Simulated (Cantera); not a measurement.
A Cantera script and its output.

```python
import numpy as np
import cantera as ct

gas = ct.Solution("h2o2.yaml")
gas.TPX = 475, 120000, {'H2': 0.75, 'O2': 0.549, 'N2': 2.07}
flame = ct.FreeFlame(gas, width=0.035)
flame.set_refine_criteria(ratio=3, slope=0.08, curve=0.16)
flame.transport_model = "mixture-averaged"
flame.solve(loglevel=0, auto=True)
z, T = flame.grid, flame.T
thick = (T[-1] - T[0]) / np.gradient(T, z).max()
show = ['H2', 'O2', 'HO2', 'H2O2', 'O', 'H2O']
print(f"laminar burning velocity  {flame.velocity[0] * 100:.3f} cm/s")
print(f"burnt temperature         {T[-1]:.1f} K")
print(f"thermal thickness         {thick * 1e3:.4f} mm")
print(f"grid points               {len(z)}")
z0 = z[flame.heat_release_rate.argmax()]
print(f"{'z/mm':>9s}{'T/K':>9s}{'u/(m/s)':>9s}" + "".join(f"{s:>11s}" for s in show))
rows = []
for k in (-3, -2, -1.5, -1, -0.5, -0.25, 0, 0.25, 0.5, 1, 2, 4, 8):
    zz = z0 + k * thick
    rows.append([k * thick, np.interp(zz, z, T), np.interp(zz, z, flame.velocity),
                 *(np.interp(zz, z, flame.X[gas.species_index(s)]) for s in show)])
    print(f"{rows[-1][0] * 1e3:9.3f}{rows[-1][1]:9.1f}{rows[-1][2]:9.3f}" + "".join(f"{x:11.3e}" for x in rows[-1][3:]))
```

Result:

```
laminar burning velocity  296.260 cm/s
burnt temperature         2106.9 K
thermal thickness         0.3127 mm
grid points               113
     z/mm      T/K  u/(m/s)         H2         O2        HO2       H2O2          O        H2O
   -0.938    475.0    2.963  2.226e-01  1.630e-01  1.252e-11  5.627e-13  6.363e-13  2.224e-10
   -0.625    475.0    2.962  2.226e-01  1.630e-01  9.172e-10  4.544e-11  4.652e-11  1.324e-08
   -0.469    475.0    2.962  2.224e-01  1.630e-01  1.777e-08  9.274e-10  7.258e-10  2.099e-07
   -0.313    475.5    2.959  2.209e-01  1.633e-01  1.005e-06  5.480e-08  2.406e-08  8.493e-06
   -0.156    513.1    3.133  2.034e-01  1.658e-01  2.574e-04  1.815e-05  5.414e-06  2.112e-03
   -0.078    767.5    4.540  1.608e-01  1.601e-01  3.037e-04  4.669e-05  2.430e-04  2.813e-02
    0.000   1163.8    6.713  9.289e-02  1.295e-01  1.396e-04  1.309e-05  3.209e-03  9.768e-02
    0.078   1453.3    8.315  3.937e-02  8.852e-02  7.615e-05  5.093e-06  8.379e-03  1.682e-01
    0.156   1612.7    9.190  2.057e-02  7.027e-02  5.021e-05  2.733e-06  1.018e-02  1.978e-01
    0.313   1770.9   10.023  1.374e-02  6.296e-02  3.280e-05  1.334e-06  8.716e-03  2.132e-01
    0.625   1906.2   10.708  9.596e-03  6.024e-02  2.008e-05  7.147e-07  5.759e-03  2.243e-01
    1.251   2006.4   11.200  5.471e-03  5.889e-02  1.080e-05  4.273e-07  3.116e-03  2.337e-01
    2.502   2066.2   11.487  2.554e-03  5.861e-02  5.512e-06  2.712e-07  1.420e-03  2.402e-01
```

Detailed kinetics in Cantera: the H2/O2 subset of GRI-Mech 3.0, which has no nitrogen chemistry. Burning velocities carry a grid error of a few per cent, more on coarse grids. Lean hydrogen flames are cellular in practice and burn faster than this planar one.
